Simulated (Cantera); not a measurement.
A freely propagating, adiabatic, planar premixed flame of CH4 : H2 : O2 : N2 = 1 : 0.18 : 2.09 : 7.86 (molar parts), equivalence ratio 1.0, unburnt at 575 K and 3750 Torr; unity-Lewis-number transport, grid criteria slope 0.08 and curve 0.16, no radiation.

Computed with Cantera and GRI-Mech 3.0 (53 species, 325 reactions). Unity Lewis numbers drop preferential diffusion, which matters most where H2 and H carry the flame. Burning velocities carry a grid error of a few per cent, more on coarse grids.

### Question
Predict: laminar burning velocity; thermal thickness; peak x(C2H2); peak x(CH2).

### Answer
```json
{
 "laminar_burning_velocity": "61.2 cm/s",
 "thermal_thickness": "0.104 mm",
 "peak x(C2H2)": "0.000160",
 "peak x(CH2)": "5.25e-5"
}
```
